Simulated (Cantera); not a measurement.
A perfectly stirred reactor is fed with CO : H2 : O2 : N2 = 1 : 0.22 : 0.836 : 3.14 (molar parts), at 750 Torr; it is adiabatic with a 448 K inlet, and is followed from long to short residence time, starting on the burning branch (τ in s: 0.033, 0.017, 0.0089, 0.0046, 0.0024, 0.0012, 0.00064, 0.00033, 0.00017, 8.8e-05, 4.5e-05, 2.3e-05, 1.2e-05).

Detailed kinetics in Cantera: GRI-Mech 3.0 (53 species, 325 reactions).

Problem. What does this change do: pressure from 750 Torr to 1200 Torr?

Solution. 
| quantity | before | after |
|---|---|---|
| blow-out, bracketed by the residence times tried | burning at 0.170 ms, out at 88.0 µs | burning at 88.0 µs, out at 45.0 µs |
| x(CO) at τ = 33.0 ms | 0.0152 | 0.0107 |
| x(H2) at τ = 33.0 ms | 0.000634 | 0.000430 |
| x(O2) at τ = 33.0 ms | 0.0543 | 0.0523 |
| x(HO2) at τ = 33.0 ms | 1.79e-6 | 2.00e-6 |
| x(O) at τ = 33.0 ms | 0.00179 | 0.00115 |
| x(CO) at τ = 0.640 ms | 0.0550 | 0.0452 |
| x(H2) at τ = 0.640 ms | 0.00284 | 0.00216 |
| x(O2) at τ = 0.640 ms | 0.0707 | 0.0669 |
| x(HO2) at τ = 0.640 ms | 1.23e-5 | 1.25e-5 |
| x(O) at τ = 0.640 ms | 0.0114 | 0.00784 |

Problem. What does this change do: O2 0.836 to 1.2 parts?

Solution. 
```tsv
quantity	before	after
blow-out, bracketed by the residence times tried	burning at 0.170 ms, out at 88.0 µs	burning at 0.170 ms, out at 88.0 µs
x(CO) at τ = 33.0 ms	0.0152	0.00689
x(H2) at τ = 33.0 ms	0.000634	0.000280
x(O2) at τ = 33.0 ms	0.0543	0.120
x(HO2) at τ = 33.0 ms	1.79e-6	2.40e-6
x(O) at τ = 33.0 ms	0.00179	0.00183
x(CO) at τ = 0.640 ms	0.0550	0.0389
x(H2) at τ = 0.640 ms	0.00284	0.00173
x(O2) at τ = 0.640 ms	0.0707	0.129
x(HO2) at τ = 0.640 ms	1.23e-5	1.65e-5
x(O) at τ = 0.640 ms	0.0114	0.0127
```
